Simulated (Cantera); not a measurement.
# Carbon deposition, reforming and gasification: C₃H₈ + O₂

Input: 1 mol C₃H₈, 0.013 mol O₂, held at 923 K and 16.0 bar.

These are equilibrium values from Cantera (NASA tables, ideal gas, pure condensed phases), not measurements of a reactor. Candidate condensed phases: C, C₆H₆, C₇H₈, C₈H₁₈, H₂O; 110 gas species. Rates play no part.

The x(CH₄) is 0.591 and the x(H₂) comes out as 0.399. The x(H₂O) is 0.00930 and the x(CO) comes out as 0.000945. The x(C₂H₆) is 7.44e-5. The x(CO₂) is 4.50e-5. The x(C₂H₄) comes out as 1.02e-6. The n(C(graphite)) is 1.51 mol and the gas amount is 2.515 mol.
